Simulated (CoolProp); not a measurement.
Vapour-liquid equilibrium of propane (1) + R113 (2) at 278.6 K; x and y are mole fractions of (1).

Values from CoolProp's multi-fluid Helmholtz-energy mixture model, Lemmon 2009 and Marx 1992; pair parameters Bell 2016.

```csv
x,"bubble pressure, mixture model (bar)","bubble pressure, Raoult's law (bar)","y, mixture model","y, Raoult's law"
0.05,(withheld),0.4642,0.641,0.602
0.15,(withheld),1.003,0.849,0.835
0.25,(withheld),1.542,0.908,0.905
0.35,(withheld),2.081,0.937,0.939
0.45,(withheld),2.620,0.954,0.959
0.55,3.316,3.159,0.965,0.972
0.65,3.788,3.698,0.974,0.982
0.75,4.261,4.237,0.982,0.989
0.85,4.755,4.776,0.989,0.994
0.95,5.292,5.315,(withheld),0.998
```

### Question
Some entries are withheld; supply them.

### Answer

- 0.05, bubble pressure, mixture model (bar): 0.5241
- 0.15, bubble pressure, mixture model (bar): 1.161
- 0.25, bubble pressure, mixture model (bar): 1.758
- 0.35, bubble pressure, mixture model (bar): 2.313
- 0.45, bubble pressure, mixture model (bar): 2.829
- 0.95, y, mixture model: 0.996

The largest gap from Raoult's law is +15.8 % in bubble pressure, at x = 0.15. No azeotrope shows between x = 0.05 and 0.95.

The pair parameters rest on a limited set of measurements; away from them the model extrapolates. The gap from Raoult's law changes sign with composition, which may be real or a fault of the pair parameters; it wasn't checked against measurements.
